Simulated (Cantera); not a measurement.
Feed: 1 mol BCl3, 0.055 mol H2O, a varied amount of N2, equilibrated at 15000 Pa.

Method: chemical equilibrium by Gibbs-energy minimisation in Cantera with the NASA 1993 tables (ideal gas, pure condensed phases). Candidate condensed phases: B, BN, B2O3, B3O3H3, H2O, NH4Cl; 49 gas species. N2 is the only nitrogen source here; it is nearly inert below about 1500 K, so the nitride shown seldom forms there in practice. The tables' values for BCl2 are old estimates. Rates play no part.

Stable condensed phases, one row left out:

```
T in °C \ n(N2) in mol
         0.25 0.58  1.4  3.2  7.6   18   43  100
   1727     A    A    A    A    A    A    A    A
   1627     A    A    A    A    A    A    A    B
   1527     A    A    A    A    B    B    B    B
   1327     A    A    B    B    B    B    B    B
   1227     A    A    B    B    B    B    B    B
   1127     A    A    A    B    B    B    B    B
   1027     A    A    A    A    A    B    B    B
    927     A    A    A    A    A    A    A    B
    827     A    A    A    A    A    A    A    A
```

A: gas only; B: BN.

Problem. Give the row for 1427 °C.

Solution. 0.25: gas only; 0.58: gas only; 1.4: gas only; 3.2: BN; 7.6: BN; 18: BN; 43: BN; 100: BN.
